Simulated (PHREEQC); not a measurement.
Solution (25 °C): 100 mmol/kgw CaCl2 and 1.2 mmol/kgw NaHF2. Closed to the air; pH follows from the charge balance.

Computed with PHREEQC (ion-association model, phreeqc.dat).

Task: The ionic strength comes out as 0.302 mol/kgw. What activity coefficients do F-, Na+, Ca+2, HF2-, Cl- get?

Result: F- 0.67, Na+ 0.73, Ca+2 0.29, HF2- 0.73, Cl- 0.69.

Precipitation was switched off in this run. Examples of supersaturated solids here: Fluorite. Others may be too.
